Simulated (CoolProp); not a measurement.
Properties of fluorine at several states.

The numbers come from the reference Helmholtz-energy equation of state, de Reuck 1990 in CoolProp.

```csv
T (K),p (bar),phase,density (kg/m³),cp (kJ/(kg K)),cv (kJ/(kg K)),isothermal compressibility (1/MPa),expansivity (1/kK)
174.1,0.486,gas,1.278,?,?,20.61,5.775
282.4,4.84,gas,7.853,?,0.5979,2.072,3.589
206.2,0.14,gas,0.3104,?,0.5647,71.45,4.854
223.2,0.342,gas,0.7006,?,0.5712,29.25,4.489
155.2,1.37,gas,4.062,0.7800,0.5546,7.350,6.585
```

**Question.** Fill in the missing entries.

**Answer.** 
- 174.1, cp (kJ/(kg K)): 0.7762
- 174.1, cv (kJ/(kg K)): 0.5557
- 282.4, cp (kJ/(kg K)): 0.8215
- 206.2, cp (kJ/(kg K)): 0.7838
- 223.2, cp (kJ/(kg K)): 0.7906
